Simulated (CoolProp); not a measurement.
Computed with CoolProp (reference Helmholtz-energy equation of state, Lemmon 2006). It is a short technical equation, of lower accuracy than the large ones.

**Question.** For acetone, give the phase and the density (kg/m³), speed of sound (m/s), Joule-Thomson coefficient (K/MPa), expansivity (1/kK) at 376.1 K and 28 MPa.

**Answer.** 
- 376.1 K and 28 MPa: liquid; density 733, speed of sound 1050, Joule-Thomson coefficient -0.292, expansivity 1.36
